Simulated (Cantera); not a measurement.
A perfectly stirred reactor is fed with C2H4 : H2 = 1 : 1.1 (molar parts), at 17.3 Torr; it is held at 1773 K, and followed from long to short residence time.

Model: GRI-Mech 3.0 (53 species, 325 reactions), integrated in Cantera. GRI-Mech 3.0 was tuned for natural gas; its chemistry of ethylene as a main component is partial and can be far from experiment. GRI-Mech 3.0 stops at C3 and has no aromatics, soot or wall deposition, so with more carbon than oxygen in the feed, carbon stays in small species such as C2H2 where larger ones or solid carbon would form. Radical loss at walls, strong at low pressure, is not modelled.

Task: What does this change do: temperature 1773 to 1975 K?

Result: 
```json
[
 {"quantity": "x(C2H4) at τ = 21.0 s", "before": "0.000161", "after": "4.08e-5"},
 {"quantity": "x(H2) at τ = 21.0 s", "before": "0.676", "after": "0.671"},
 {"quantity": "x(C2H2) at τ = 21.0 s", "before": "0.322", "after": "0.321"},
 {"quantity": "x(H) at τ = 21.0 s", "before": "0.00149", "after": "0.00731"},
 {"quantity": "x(CH4) at τ = 21.0 s", "before": "0.000491", "after": "0.000131"},
 {"quantity": "x(C2H4) at τ = 35.0 ms", "before": "0.0717", "after": "0.00975"},
 {"quantity": "x(H2) at τ = 35.0 ms", "before": "0.654", "after": "0.674"},
 {"quantity": "x(C2H2) at τ = 35.0 ms", "before": "0.274", "after": "0.316"},
 {"quantity": "x(H) at τ = 35.0 ms", "before": "0.000104", "after": "0.000663"},
 {"quantity": "x(CH4) at τ = 35.0 ms", "before": "6.71e-5", "after": "0.000150"}
]
```

Task: What does this change do: H2 1.1 to 2.9 parts?

Result: 
| quantity | before | after |
|---|---|---|
| x(C2H4) at τ = 21.0 s | 0.000161 | 0.000117 |
| x(H2) at τ = 21.0 s | 0.676 | 0.794 |
| x(C2H2) at τ = 21.0 s | 0.322 | 0.204 |
| x(H) at τ = 21.0 s | 0.00149 | 0.00163 |
| x(CH4) at τ = 21.0 s | 0.000491 | 0.000480 |
| x(C2H4) at τ = 35.0 ms | 0.0717 | 0.0419 |
| x(H2) at τ = 35.0 ms | 0.654 | 0.787 |
| x(C2H2) at τ = 35.0 ms | 0.274 | 0.171 |
| x(H) at τ = 35.0 ms | 0.000104 | 0.000120 |
| x(CH4) at τ = 35.0 ms | 6.71e-5 | 4.94e-5 |
